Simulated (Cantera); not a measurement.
A closed system holds: 1 mol CsOH, 3.5 mol H2O, 4.3 mol H2, held at 4.60 bar.

These are equilibrium values from Cantera (NASA tables, ideal gas, pure condensed phases), not measurements of a reactor. Candidate condensed phases: Cs, CsOH, H2O; 15 gas species. Equilibrium is a limit: real reactors are often held back by kinetics, nucleation or transport.

Problem. Which condensed phases are stable at each of these points (T (°C)): 552, 652, 752, 852, 952, 1052, 1152, 1252, 1352, 1452, 1552?

Solution. 
```
T (°C)  condensed phases  Cs condensed (%)
------  ----------------  ----------------
552              CsOH(l)              99.2
652              CsOH(l)              95.7
752              CsOH(l)              82.5
852              CsOH(l)              41.4
952             gas only               0.0
1052            gas only               0.0
1152            gas only               0.0
1252            gas only               0.0
1352            gas only               0.0
1452            gas only               0.0
1552            gas only               0.0
```

From 552 °C to 852 °C the condensed part is CsOH(l). From 952 °C to 1552 °C nothing is condensed.
